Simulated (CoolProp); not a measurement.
Diethyl ether at several states: fugacity coefficient from the reference equation and from simpler models built on Tc = 194.7 °C, pc = 3717 kPa, ω = 0.282; each cubic takes its own stable root.

Computed with CoolProp (reference Helmholtz-energy equation of state, Thol 2014).

```
T (°C)  p (kPa)   phase  reference
------  -------  ------  ---------
9.35       46.7  liquid     0.7907
150.55     3280  liquid     0.4452
178.35    13500  liquid     0.2252
104.55    20600  liquid    0.06359
70.15      2630  liquid     0.1179
```

Task: How far does each simpler model (van der Waals, Peng-Robinson) lie from the reference over these 5 states: mean and median of the absolute difference, and the worst?

Result: 
- van der Waals: mean 91.3 %, median 36.6 %, worst +186.6 % at 70.15 °C and 2630 kPa
- Peng-Robinson: mean 1.0 %, median 0.4 %, worst -2.6 % at 104.55 °C and 20600 kPa

At some of these states van der Waals gives the other phase, because its saturation line lies elsewhere.
